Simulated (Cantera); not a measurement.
Feed: 1 mol B₂O₃, 5.8 mol NH₃, 0.53 mol N₂, equilibrated at 0.825 Torr.

Equilibrium computed with Cantera from the NASA thermochemical tables; the gas is ideal and each condensed phase is pure. Candidate condensed phases: B, BN, B₂O₃, B₃O₃H₃, H₂O; 39 gas species. Mutual solubility and eutectic melting of coexisting phases are not modelled. Kinetics and transport are ignored.

Q: What share of the B ends up in condensed phases as a function of T (°C), at 677, 777, 877, 977, 1077, 1177, 1277, 1377, 1477, 1577, 1677?

A: 
| T (°C) | B condensed (%) | as |
|---|---|---|
| 677 | 100.0 | BN(s) + B₂O₃(l) |
| 777 | 100.0 | BN(s) + B₂O₃(l) |
| 877 | 99.8 | BN(s) + B₂O₃(l) |
| 977 | 99.2 | BN(s) + B₂O₃(l) |
| 1077 | 96.5 | BN(s) + B₂O₃(l) |
| 1177 | 81.3 | BN(s) + B₂O₃(l) |
| 1277 | 0.0 | - |
| 1377 | 0.0 | - |
| 1477 | 0.0 | - |
| 1577 | 0.0 | - |
| 1677 | 0.0 | - |
